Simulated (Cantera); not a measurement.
Feed: 1 mol HgO, 1.6 mol H2, 35 mol N2, at 0.100 bar.

These are equilibrium values from Cantera (NASA tables, ideal gas, pure condensed phases), not measurements of a reactor. Candidate condensed phases: H2O, Hg, HgO; 25 gas species. The numbers say what is thermodynamically allowed, not how fast it happens. All values below are at 1098 K.

Base state: N2 0.931, H2O 0.0266, Hg 0.0266, H2 0.0160 (mole fractions); condensed: gas only.

### Question
What changes in the equilibrium state with this change: H2 from 1.6 to 0.087 mol?

### Answer
| species | before | after |
|---|---|---|
| N2 | 0.931 | 0.958 |
| Hg | 0.0266 | 0.0274 |
| O2 | <1e-9 | 0.0125 |
| H2O | 0.0266 | 0.00238 |
| H2 | 0.0160 | <1e-9 |
| NO | <1e-9 | 2.24e-5 |
